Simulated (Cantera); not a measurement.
Charge: 1 mol MgO, 0.23 mol SO3, 0.24 mol CO2, held at 10.0 mbar.

These are equilibrium values from Cantera (NASA tables, ideal gas, pure condensed phases), not measurements of a reactor. Candidate condensed phases: C, Mg, MgCO3, MgO, MgS, MgSO4, S; 26 gas species. Mutual solubility and eutectic melting of coexisting phases are not modelled. Equilibrium is a limit: real reactors are often held back by kinetics, nucleation or transport.

Task: Which condensed phases are stable at each of these points (T (K)): 673, 773, 873, 973, 1073, 1173, 1273, 1373, 1473, 1573, 1673, 1773, 1873?

Result: 
| T (K) | condensed phases | Mg condensed (%) |
|---|---|---|
| 673 | MgO(s) + MgSO4(s) | 100.0 |
| 773 | MgO(s) + MgSO4(s) | 100.0 |
| 873 | MgO(s) + MgSO4(s) | 100.0 |
| 973 | MgO(s) + MgSO4(s) | 100.0 |
| 1073 | MgO(s) + MgSO4(s) | 100.0 |
| 1173 | MgO(s) | 100.0 |
| 1273 | MgO(s) | 100.0 |
| 1373 | MgO(s) | 100.0 |
| 1473 | MgO(s) | 100.0 |
| 1573 | MgO(s) | 100.0 |
| 1673 | MgO(s) | 100.0 |
| 1773 | MgO(s) | 100.0 |
| 1873 | MgO(s) | 100.0 |

From 673 K to 1073 K the condensed part is MgO(s) + MgSO4(s). From 1173 K to 1873 K the condensed part is MgO(s).
